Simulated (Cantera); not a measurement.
Input: 1 mol Si, 12 mol HCl, 47 mol H2, at 1223.15 K and 0.00300 bar.

Cantera equilibrium calculation (NASA polynomials, part measured and part estimated; ideal gas, pure solids and liquids). The tables' values for SiCl3 are old estimates; treat these amounts as uncertain. The numbers say what is thermodynamically allowed, not how fast it happens.

| species | before | after |
|---|---|---|
| H2 | 0.823 | 0.810 |
| HCl | 0.160 | 0.169 |
| SiCl2 | 0.0103 | 0.0166 |
| Si | <1e-9 | 6.90e-5 |
| SiCl | 1.86e-8 | 8.42e-5 |
| SiCl4 | 0.00388 | 1.28e-6 |
| H | 4.99e-6 | 0.00375 |
| Cl | 8.35e-7 | 0.000603 |
| SiHCl3 | 0.000618 | 1.35e-6 |
Gas species are given as mole fractions.

Problem. Which change was made?
(A) temperature from 1223.15 K to 650 K
(B) temperature from 1223.15 K to 1000 K
(C) pressure from 0.00300 bar to 0.133 bar
(D) temperature from 1223.15 K to 1748 K

Solution. D, temperature from 1223.15 K to 1748 K. The tables' values for SiCl3, SiCl are old estimates; treat these amounts as uncertain
